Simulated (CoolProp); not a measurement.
Properties of CHF3 (R23) along the isobar 2210 kPa.

Values from CoolProp's reference Helmholtz-energy equation of state, Penoncello 2003.

| T (K) | phase | cp (kJ/(kg K)) | Joule-Thomson coefficient (K/MPa) | conductivity (mW/(m K)) | Prandtl number |
|---|---|---|---|---|---|
| 210.4 | liquid | 1.271 | -0.2177 | 121 | 2.45 |
| 230.8 | liquid | 1.343 | -0.1018 | 107 | 2.20 |
| 251.1 | liquid | 1.474 | 0.1162 | 94.0 | 2.07 |
| 271.5 | gas | [?] | 18.20 | 16.3 | 1.26 |
| 291.8 | gas | 1.052 | 14.20 | 16.8 | 0.957 |
| 312.2 | gas | 0.9531 | 11.43 | 17.5 | 0.875 |
| 332.5 | gas | [?] | 9.421 | 18.4 | 0.849 |
| 352.9 | gas | 0.9137 | 7.896 | 19.3 | 0.843 |
| 373.2 | gas | [?] | 6.717 | 20.2 | 0.847 |
| 393.6 | gas | 0.9303 | 5.774 | 21.2 | 0.855 |
| 413.9 | gas | [?] | 5.013 | 22.2 | 0.865 |
| 434.3 | gas | 0.9619 | 4.385 | 23.2 | [?] |
| 454.6 | gas | [?] | 3.863 | 24.2 | 0.888 |
| 475 | gas | 0.9976 | [?] | 25.3 | 0.899 |

**Question.** What belongs in the gaps?

**Answer.** 
- 271.5, cp (kJ/(kg K)): 1.418
- 332.5, cp (kJ/(kg K)): 0.9206
- 373.2, cp (kJ/(kg K)): 0.9188
- 413.9, cp (kJ/(kg K)): 0.9451
- 434.3, Prandtl number: 0.876
- 454.6, cp (kJ/(kg K)): 0.9795
- 475, Joule-Thomson coefficient (K/MPa): 3.420

Viscosity comes from a separate model (Shan 2000). Thermal conductivity comes from a separate model (Shan 2000).
